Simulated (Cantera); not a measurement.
# Thermodynamics of boron, boron nitride and boron oxide, feed B + H₂ + N₂

A closed system holds: 1 mol B, 26 mol H₂, 70 mol N₂, equilibrated at 0.698 Torr.

Equilibrium computed with Cantera from the NASA thermochemical tables; the gas is ideal and each condensed phase is pure. Candidate condensed phases: B, BN; 15 gas species. N₂ is the only nitrogen source here; it is nearly inert below about 1500 K, so the nitride shown seldom forms there in practice. The tables' values for BH₂ are old estimates; treat these amounts as uncertain. Equilibrium is a limit: real reactors are often held back by kinetics, nucleation or transport.

```
T (°C)  log p N₂  log p H₂  log p H  log p B  n BN(s)  n B(s)
------  --------  --------  -------  -------  -------  ------
752        -3.17     -3.60   -10.16     <-15     1.00       0
952        -3.17     -3.60    -8.30     <-15     1.00       0
1152       -3.17     -3.60    -6.96     <-15     1.00       0
1352       -3.17     -3.60    -5.95   -12.10    1.000       0
1552       -3.17     -3.60    -5.16    -9.26    1.000       0
1752       -3.18     -3.63    -4.53    -6.99    0.982       0
1952       -3.19     -3.71    -4.05    -5.42        0   0.537
```
log p: log10 of the partial pressure in bar; n: condensed amount in mol.

From 752 °C to 1752 °C the condensed part is BN(s). At 1952 °C the condensed part is B(s).
